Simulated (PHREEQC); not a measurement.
Solution (48 °C): 0.052 mol NaBr, 0.00066 mol NH4HF2, 0.12 mol HF and 0.013 mol NH4F per kg of water. Closed to the air; pH follows from the charge balance.

The numbers come from PHREEQC with the ion-association model, wateq4f.dat.

Precipitation was switched off in this run.

Problem. What pH does the model give?

Solution. pH 2.40.

Problem. In which forms is F present?

Solution. HF 68 %, H2F2 14 %, F- 9.7 %, HF2- 7.8 % of the F.

Species that the database lacks are ignored. wateq4f.dat counts part of the HF as a dimer, H2F2, which phreeqc.dat doesn't know; its constant is uncertain. Away from 25 °C the constants follow the database's enthalpies or fits; those with neither stay at their 25 °C values.
